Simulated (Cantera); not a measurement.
Input: 1 mol SF6, 6.7 mol H2O, 0.095 mol O2, equilibrated at 6.50 bar.

Cantera equilibrium calculation (NASA polynomials, part measured and part estimated; ideal gas, pure solids and liquids). Candidate condensed phases: H2O, H2SO4, S; 43 gas species. Kinetics and transport are ignored.

At 1275 K, list the 6 most abundant gas species with their mole fractions, and the condensed phases.

HF 0.533, H2O 0.329, SO2 0.0821, O2 0.0495, SO3 0.00677, H2F2 3.48e-5. Condensed: gas only.
